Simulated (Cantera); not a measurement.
Charge: 1 mol Si, 0.14 mol O₂, 610 mol H₂, held at 0.130 bar.

Method: chemical equilibrium by Gibbs-energy minimisation in Cantera with the NASA 1993 tables (ideal gas, pure condensed phases). Candidate condensed phases: H₂O, Si, SiO₂; 18 gas species. Mutual solubility and eutectic melting of coexisting phases are not modelled. The tables hold silica as quartz up to 1696 K and as liquid above; real silica turns to tridymite and cristobalite and melts near 1996 K. Gases not in the tables: Si₂H₆ and higher silanes. Equilibrium is a limit: real reactors are often held back by kinetics, nucleation or transport.

Q: What share of the Si ends up in condensed phases as a function of T (°C), at 677, 777, 877, 977, 1077, 1177, 1277, 1377, 1477, 1577, 1677?

A: 
| T (°C) | Si condensed (%) | as |
|---|---|---|
| 677 | 100.0 | Si(s) + SiO₂(β-quartz) |
| 777 | 100.0 | Si(s) + SiO₂(β-quartz) |
| 877 | 99.9 | Si(s) + SiO₂(β-quartz) |
| 977 | 99.0 | Si(s) + SiO₂(β-quartz) |
| 1077 | 88.4 | Si(s) + SiO₂(β-quartz) |
| 1177 | 72.0 | Si(s) |
| 1277 | 71.8 | Si(s) |
| 1377 | 71.3 | Si(s) |
| 1477 | 69.7 | Si(l) |
| 1577 | 65.3 | Si(l) |
| 1677 | 52.6 | Si(l) |
